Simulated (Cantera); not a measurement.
An isothermal, constant-pressure homogeneous reactor starts with 68.5 % CH₄, 31.5 % CO₂, at 1375 K and 0.987 atm.

Detailed kinetics in Cantera: GRI-Mech 3.0 (53 species, 325 reactions). GRI-Mech 3.0 stops at C3 and has no aromatics, soot or wall deposition, so with more carbon than oxygen in the feed, carbon stays in small species such as C2H2 where larger ones or solid carbon would form.

**Question.** Predict: x(CH₄) at 5.00 s; x(CO₂) at 5.00 s; x(CH₂O) at 5.00 s.

**Answer.** 
```json
{
 "x(CH₄) at 5.00 s": "0.395 (gas-phase equilibrium 0.156)",
 "x(CO₂) at 5.00 s": "0.205 (gas-phase equilibrium 1.87e-6)",
 "x(CH₂O) at 5.00 s": "2.44e-7 (gas-phase equilibrium 7.49e-8)"
}
```
